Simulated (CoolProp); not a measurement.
Vapour-liquid equilibrium of carbon dioxide (1) + n-butane (2) at 280 K; x and y are mole fractions of (1).

Values from CoolProp's multi-fluid Helmholtz-energy mixture model, Span 1996 and Bücker 2006; pair parameters Kunz 2012.

```tsv
x	bubble pressure (MPa)	y at the bubble point	dew pressure at overall composition x (MPa)	liquid density (mol/L)
0.05	0.4332	0.684	0.1401	10.23
0.15	1.031	0.862	0.1572	10.41
0.25	1.558	0.906	0.1789	10.76
0.35	1.984	0.925	0.2073	11.28
0.45	2.323	0.936	0.2460	11.96
0.55	2.607	0.944	0.3020	12.83
0.65	2.876	0.951	0.3906	13.91
0.75	3.162	0.960	0.5522	15.24
0.85	3.497	0.971	0.9423	16.88
0.95	3.910	0.988	2.832	18.89
```

No azeotrope shows between x = 0.05 and 0.95.

The pair parameters rest on a limited set of measurements; away from them the model extrapolates. The gap from Raoult's law changes sign with composition, which may be real or a fault of the pair parameters; it wasn't checked against measurements.
